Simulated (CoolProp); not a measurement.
Properties of R404A along the isobar 101 kPa (Tc = 345.3 K, pc = 3735 kPa, ω = 0.293).

Values from CoolProp's reference Helmholtz-energy equation of state, Lemmon 2003. It is a pseudo-pure fit of the blend.

```csv
T (K),phase,cv (kJ/(kg K)),speed of sound (m/s),isothermal compressibility (1/MPa)
329.8,gas,0.8385,174.3,10.02
338.9,gas,0.8537,176.7,10.01
347.9,gas,0.8687,179.0,9.998
357,gas,0.8836,181.4,9.989
366,gas,0.8982,183.6,9.982
375.1,gas,0.9127,185.8,9.975
384.1,gas,0.9268,188.0,9.969
393.2,gas,0.9409,190.2,9.963
402.3,gas,0.9547,192.3,9.958
411.3,gas,0.9681,194.4,9.954
420.4,gas,0.9814,196.5,9.949
```
